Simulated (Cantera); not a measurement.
A perfectly stirred reactor is fed with CO : H2 : O2 : N2 : H2O = 1 : 0.04 : 0.584 : 2.2 : 0.0082 (molar parts), at 4.05 atm; it is adiabatic with a 373 K inlet, and is followed from long to short residence time, starting on the burning branch (τ in s: 0.12, 0.044, 0.017, 0.0062, 0.0023, 0.00087, 0.00033, 0.00012, 4.6e-05, 1.7e-05, 6.4e-06).

Computed with Cantera and GRI-Mech 3.0 (53 species, 325 reactions). The hydrogen kinetics of GRI-Mech 3.0 are dated; newer H2 mechanisms differ, most at raised pressure.

x: mole fraction; the columns are a selection and need not sum to one.

```csv
τ (s),T (K),x CO,x H2,x O2,x O,x NO
0.12,2393,0.0197,0.000160,0.0256,0.000735,___
0.044,2382,0.0214,0.000174,0.0268,0.000835,___
0.017,2358,0.0251,0.000205,0.0291,0.00107,___
0.0062,2306,0.0327,0.000272,0.0332,0.00163,___
0.0023,2223,0.0440,0.000378,0.0387,0.00273,___
0.00087,2114,0.0578,0.000513,0.0449,0.00448,___
0.00033,1978,0.0739,0.000664,0.0520,0.00695,___
0.00012,1789,0.0964,0.000800,0.0621,0.00965,___
4.6e-5,373,0.261,0.0104,0.152,<1e-12,<1e-12
1.7e-5,373,0.261,0.0104,0.152,<1e-12,<1e-12
6.4e-6,373,0.261,0.0104,0.152,<1e-12,<1e-12
```

Some entries are withheld; supply them.


- 0.12, x NO: 0.00533
- 0.044, x NO: 0.00451
- 0.017, x NO: 0.00333
- 0.0062, x NO: 0.00197
- 0.0023, x NO: 0.000927
- 0.00087, x NO: 0.000379
- 0.00033, x NO: 0.000167
- 0.00012, x NO: 8.20e-5
